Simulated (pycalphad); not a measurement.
Source of the numbers: pycalphad with the COST 507 light-alloy database (1999); pressure 1 atm. These are 1990s assessments: newer ones move some temperatures and phases. Phase fractions are per mole of atoms.

### Question
Give the equilibrium state of Sn-16.9Si (at.%) at 327 °C.

### Answer
liquid, fraction 0.831, with <0.01 Si at.%; diamond (Si), fraction 0.169, with >99.99 Si at.%.
